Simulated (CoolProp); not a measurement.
A simple Rankine cycle with fluoroethane (R161): condensing at 289.15 K, boiler at 3.72 MPa, turbine inlet 374.6 K, turbine efficiency 0.85, pump efficiency 0.6, no recuperator. Each further row changes one setting.

Computed with CoolProp (reference Helmholtz-energy equation of state, Wu 2012).

```
case                             thermal efficiency (%)  net work (kJ/kg)  heat in (kJ/kg)  turbine exit temperature (K)  volume ratio over the turbine
-------------------------------  ----------------------  ----------------  ---------------  ----------------------------  -----------------------------
as stated                                          13.0              52.9              406                         289.2                           5.22
turbine inlet 394.6 K                              13.8              62.3              453                         313.7                           5.02
condensing temperature 281.15 K                    14.4              61.1              423                         281.1                           6.56
boiler pressure 2.6 MPa                            11.3              49.9              440                         313.6                           3.48
turbine efficiency 0.75                            11.3              45.9              406                         292.4                           5.35
```

The expansion ends wet for: as stated; condensing temperature 281.15 K.
